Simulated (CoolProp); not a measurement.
The fluid at 499.13 K and 6.91 MPa flows at 13 m/s in a round tube of 10 mm bore and 1.5 µm roughness, fully developed (64/Re and Nu = 3.66 if laminar; Colebrook and Gnielinski if turbulent). The same conditions are run with several fluids, on thermodynamics alone (safety and materials aside).

Computed with CoolProp (reference Helmholtz-energy equation of state of each fluid (ethanol: Schroeder 2014; n-nonane: Lemmon 2006; m-xylene: Zhou 2012; ethylbenzene: Zhou 2012; n-decane: Lemmon 2006)).

Task: Rank ethanol, n-nonane, m-xylene, ethylbenzene, n-decane by Reynolds number, highest first.

Result: ethanol (905000), m-xylene (643000), ethylbenzene (636000), n-nonane (522000), n-decane (459000)

```
fluid         Darcy friction factor  pressure drop (Pa/m)  heat-transfer coefficient (W/(m² K))  mass flow (kg/h)
------------  ---------------------  --------------------  ------------------------------------  ----------------
ethanol                      0.0142                 61100                                 40200              1870
n-nonane                     0.0149                 70000                                 20600              2040
m-xylene                     0.0146                 83700                                 22000              2490
ethylbenzene                 0.0146                 84100                                 22300              2500
n-decane                     0.0151                 73300                                 19700              2110
```

Transport values come from each fluid's own correlations; those of ethylbenzene are estimates that may be off by 10 % or more.
